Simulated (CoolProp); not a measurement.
Values from CoolProp's reference Helmholtz-energy equation of state, Thol 2017.

Give the vapour pressure (MPa), liquid density (kg/m³), vapour density (kg/m³), liquid cp (kJ/(kg K)) of saturated decamethyltetrasiloxane (MD2M) at 519.5, 533.9, 548.2 K.


```csv
T (K),p (MPa),liquid density (kg/m³),vapour density (kg/m³),liquid cp (kJ/(kg K))
519.5,0.306,594,26.5,2.24
533.9,0.398,570,35.2,2.29
548.2,0.509,543,46.6,2.35
```
